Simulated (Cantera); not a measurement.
A Cantera script and what it prints.

```python
import numpy as np
import cantera as ct

gas_names = """
    C CO COS CO2 CS CS2 C2 C2O C3 C3O2 C4 C5 Fe FeC5O5 FeO O O2 O3 S SO SO2 SO3 S2 S2O S8
""".split()
cond_names = """
    C(gr) Fe(a) Fe(c) Fe(d) Fe(L) FeC5O5(L) FeO(s) FeO(L) FeS(a) FeS(b) FeS(c) FeS(L) FeSO4(s) FeS2(s)
    Fe2O3(s) Fe2S3O12(s) Fe3O4(s) S(cr1) S(cr2) S(L)
""".split()


# ... load() reads the species with a 1 bar reference pressure and builds the phases ...
atoms = {
    'Fe': {'Fe': 1},
    'SO2': {'S': 1, 'O': 2},
    'CO': {'C': 1, 'O': 1},
}
top_T = {'C(gr)': 4500, 'FeSO4(s)': 950, 'FeS2(s)': 1010, 'Fe2O3(s)': 1830, 'Fe2S3O12(s)': 1100, 'Fe3O4(s)': 1870}  # K; cautious upper limits of use, not melting points


# ... equilibrate(T, P, feed) seeds the gas with the atoms and calls Mixture.equilibrate('TP', solver="vcs", rtol=1e-11, max_steps=5000) ...
results = []
feed = {'Fe': 1, 'SO2': 2.5, 'CO': 28}  # mol
T = 1898  # K
P = 42  # Pa
mix = equilibrate(T, P, feed)
results.append((T, P, feed, dict(zip(mix.species_names, mix.species_moles))))
print(gas.report(threshold=0.0001))
for i in range(1, mix.n_phases):
    print(f"{mix.phase(i).name:16s} {mix.phase_moles(i):12.5e} mol")
```

It prints:

```
       temperature   1898 K
          pressure   42 Pa
           density   8.5511e-05 kg/m^3
  mean mol. weight   32.129 kg/kmol
   phase of matter   gas

                          1 kg             1 kmol
                     ---------------   ---------------
          enthalpy        -1.807e+06       -5.8057e+07  J
   internal energy       -2.2981e+06       -7.3838e+07  J
           entropy             10394        3.3394e+05  J/K
    Gibbs function       -2.1534e+07       -6.9188e+08  J
 heat capacity c_p            1192.1             38302  J/K
 heat capacity c_v            933.32             29987  J/K

                      mass frac. Y      mole frac. X     chem. pot. / RT
                     ---------------   ---------------   ---------------
                CO           0.70782           0.81192           -42.513
               CO2           0.11974          0.087416           -66.559
                Fe          0.055444          0.031899           -9.5362
               FeO        0.00049694        0.00022224           -33.582
                 S          0.008311          0.008329            -17.92
                SO          0.035537          0.023758           -41.966
               SO2          0.048961          0.024557           -66.011
                S2          0.023481          0.011766            -35.84
     [  +17 minor]        0.00021657        0.00013679

C(gr)             0.00000e+00 mol
Fe(L)             0.00000e+00 mol
FeC5O5(L)         0.00000e+00 mol
FeO(L)            0.00000e+00 mol
FeS(L)            0.00000e+00 mol
S(L)              0.00000e+00 mol
```

Cantera equilibrium calculation (NASA polynomials, part measured and part estimated; ideal gas, pure solids and liquids).
